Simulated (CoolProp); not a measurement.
A simple Rankine cycle with fluoroethane (R161): condensing at 293.15 K, boiler at 3.92 MPa, turbine inlet 364.3 K, turbine efficiency 0.65, pump efficiency 0.6, no recuperator. Each further row changes one setting.

Computed with CoolProp (reference Helmholtz-energy equation of state, Wu 2012).

```json
[
 {"case": "as stated", "thermal efficiency (%)": "…", "net work (kJ/kg)": "…", "heat in (kJ/kg)": "353", "turbine exit temperature (K)": "293.2", "volume ratio over the turbine": "5.73"},
 {"case": "turbine inlet 384.3 K", "thermal efficiency (%)": "9.5", "net work (kJ/kg)": "39.3", "heat in (kJ/kg)": "415", "turbine exit temperature (K)": "311.3", "volume ratio over the turbine": "…"},
 {"case": "condensing temperature 285.15 K", "thermal efficiency (%)": "9.7", "net work (kJ/kg)": "36.0", "heat in (kJ/kg)": "370", "turbine exit temperature (K)": "285.2", "volume ratio over the turbine": "…"},
 {"case": "boiler pressure 2.74 MPa", "thermal efficiency (%)": "…", "net work (kJ/kg)": "32.0", "heat in (kJ/kg)": "407", "turbine exit temperature (K)": "310.7", "volume ratio over the turbine": "3.47"},
 {"case": "turbine efficiency 0.55", "thermal efficiency (%)": "7.0", "net work (kJ/kg)": "24.8", "heat in (kJ/kg)": "353", "turbine exit temperature (K)": "293.2", "volume ratio over the turbine": "…"}
]
```

### Question
What belongs in the gaps?

### Answer

- as stated, thermal efficiency (%): 8.7
- as stated, net work (kJ/kg): 30.6
- turbine inlet 384.3 K, volume ratio over the turbine: 5.12
- condensing temperature 285.15 K, volume ratio over the turbine: 7.22
- boiler pressure 2.74 MPa, thermal efficiency (%): 7.9
- turbine efficiency 0.55, volume ratio over the turbine: 5.83

The expansion ends wet for: as stated; condensing temperature 285.15 K; turbine efficiency 0.55.
